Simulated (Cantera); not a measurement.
# Equilibrium for hydrogen reduction and annealing atmospheres: FeS + H2 + N2

Feed: 1 mol FeS, 550 mol H2, 1.5 mol N2, at 15.0 Pa.

Method: chemical equilibrium by Gibbs-energy minimisation in Cantera with the NASA 1993 tables (ideal gas, pure condensed phases). Candidate condensed phases: Fe, FeS, FeS2, S; 16 gas species. Gases not in the tables: S3 to S7. Equilibrium is a limit: real reactors are often held back by kinetics, nucleation or transport.

```
T (K)   x H2       x H     x N2      x Fe     x H2S       x S  n Fe(α)  n Fe(γ)
-----  -----  --------  -------  --------  --------  --------  -------  -------
1075   0.995   1.20e-6  0.00272   3.01e-9   0.00180   8.00e-9    1.000        0
1175   0.995   9.99e-6  0.00272   1.40e-7   0.00174   1.43e-7    1.000        0
1275   0.996   6.01e-5  0.00272   3.52e-6   0.00156   1.51e-6        0    0.998
1375   0.995  0.000279  0.00272   5.47e-5   0.00124   9.92e-6        0    0.970
1475   0.994   0.00106  0.00272  0.000582  0.000884   4.37e-5        0    0.678
1575   0.991   0.00338  0.00271   0.00181  0.000579  0.000141        0        0
1675   0.985   0.00941  0.00270   0.00180  0.000351  0.000351        0        0
1775   0.971    0.0233  0.00268   0.00179  0.000191  0.000675        0        0
1875   0.942    0.0519  0.00264   0.00176   9.15e-5   0.00101        0        0
```
x: gas mole fraction; n: condensed amount in mol.

From 1075 K to 1175 K the condensed part is Fe(α). From 1275 K to 1475 K the condensed part is Fe(γ). From 1575 K to 1875 K nothing is condensed.
